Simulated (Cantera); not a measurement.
A closed system holds: 1 mol SiHCl₃, 0.91 mol C₃H₈, 1500 mol H₂, held at 500 Pa.

These are equilibrium values from Cantera (NASA tables, ideal gas, pure condensed phases), not measurements of a reactor. Candidate condensed phases: C, C₆H₆, C₇H₈, C₈H₁₈, Si, SiC; 109 gas species. The numbers say what is thermodynamically allowed, not how fast it happens.

**Question.** At 1625 K, list the 4 most abundant gas species with their mole fractions, and the condensed phases.

**Answer.** H₂ 0.997, HCl 0.00199, H 0.000996, C₂H₂ (acetylene) 3.55e-5. Condensed: C(graphite) + SiC(s).
